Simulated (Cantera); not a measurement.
Input: 1 mol Si, 7.1 mol F2, 0.28 mol H2, at 1325 K and 53.0 mbar.

These are equilibrium values from Cantera (NASA tables, ideal gas, pure condensed phases), not measurements of a reactor. Candidate condensed phases: Si; 25 gas species. Kinetics and transport are ignored.

Base state: F 0.828, SiF4 0.0918, HF 0.0514, F2 0.0286 (mole fractions); condensed: gas only.

Q: What changes in the equilibrium state with this change: temperature from 1325 K to 475 K?

A: 
| species | before | after |
|---|---|---|
| F2 | 0.0286 | 0.755 |
| SiF4 | 0.0918 | 0.157 |
| HF | 0.0514 | 0.0878 |
| F | 0.828 | 7.49e-6 |
